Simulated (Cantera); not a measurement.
A perfectly stirred reactor is fed with 69.7 % H₂, 30.3 % O₂, at 0.00280 bar; it is held at 1350 K, and followed from long to short residence time.

Model: the H2/O2 subset of GRI-Mech 3.0, which has no nitrogen chemistry, integrated in Cantera. Radical loss at walls, strong at low pressure, is not modelled. The temperature is held fixed by assumption; the heat of reaction is taken as removed at once.

Q: Predict: x(H₂) at τ = 10.0 s; x(O₂) at τ = 10.0 s; x(OH) at τ = 10.0 s; x(O) at τ = 10.0 s; x(HO₂) at τ = 10.0 s; x(H₂) at τ = 65.0 ms; x(O₂) at τ = 65.0 ms; x(OH) at τ = 65.0 ms; x(O) at τ = 65.0 ms; x(HO₂) at τ = 65.0 ms.

A: 
```json
{
  "x(H₂) at τ = 10.0 s": "0.120",
  "x(O₂) at τ = 10.0 s": "0.00965",
  "x(OH) at τ = 10.0 s": "0.00643",
  "x(O) at τ = 10.0 s": "0.00297",
  "x(HO₂) at τ = 10.0 s": "9.38e-8",
  "x(H₂) at τ = 65.0 ms": "0.129",
  "x(O₂) at τ = 65.0 ms": "0.0698",
  "x(OH) at τ = 65.0 ms": "0.0176",
  "x(O) at τ = 65.0 ms": "0.0406",
  "x(HO₂) at τ = 65.0 ms": "3.97e-7"
}
```
